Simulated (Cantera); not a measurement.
An adiabatic, constant-volume homogeneous reactor starts with 6.93 % CH3OH, 19.6 % O2, 73.5 % N2, equivalence ratio 0.53, at 1025 K and 2500000 Pa.

Computed with Cantera and GRI-Mech 3.0 (53 species, 325 reactions). GRI-Mech 3.0 was tuned for natural gas; its chemistry of methanol as a main component is partial and can be far from experiment. The pressure lies above the range GRI-Mech 3.0 was tuned for (to about 10 atm).

Question: Predict: time of steepest temperature rise; temperature at 1.00 s; equilibrium temperature; x(O2) at 1.00 s; x(OH) at 1.00 s.

Answer: 
| Property | Result |
|---|---|
| time of steepest temperature rise | 29.5 ms |
| temperature at 1.00 s | 2443 K |
| equilibrium temperature | 2443 K |
| x(O2) at 1.00 s | 0.0821 (gas-phase equilibrium 0.0821) |
| x(OH) at 1.00 s | 0.00391 (gas-phase equilibrium 0.00391) |
